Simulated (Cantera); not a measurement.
An adiabatic, constant-volume homogeneous reactor starts with 16.4 % H2, 17.0 % O2, 64.2 % N2, 2.45 % H2O, at 1598 K and 100000 Pa.

Computed with Cantera and the H2/O2 subset of GRI-Mech 3.0, which has no nitrogen chemistry.

Q: Predict: time of steepest temperature rise; temperature at 0.100 s; equilibrium temperature; x(H2) at 0.100 s; x(O2) at 0.100 s; x(H2O) at 0.100 s; x(H) at 0.100 s; x(H2O2) at 0.100 s; x(OH) at 0.100 s; x(HO2) at 0.100 s.

A: 
```json
{
 "time_of_steepest_temperature_rise": "11.1 µs",
 "temperature at 0.100 s": "2696 K",
 "equilibrium_temperature": "2696 K",
 "x(H2) at 0.100 s": "0.00696 (gas-phase equilibrium 0.00696)",
 "x(O2) at 0.100 s": "0.0887 (gas-phase equilibrium 0.0887)",
 "x(H2O) at 0.100 s": "0.180 (gas-phase equilibrium 0.180)",
 "x(H) at 0.100 s": "0.00375 (gas-phase equilibrium 0.00375)",
 "x(H2O2) at 0.100 s": "7.02e-7 (gas-phase equilibrium 7.02e-7)",
 "x(OH) at 0.100 s": "0.0247 (gas-phase equilibrium 0.0247)",
 "x(HO2) at 0.100 s": "1.81e-5 (gas-phase equilibrium 1.81e-5)"
}
```
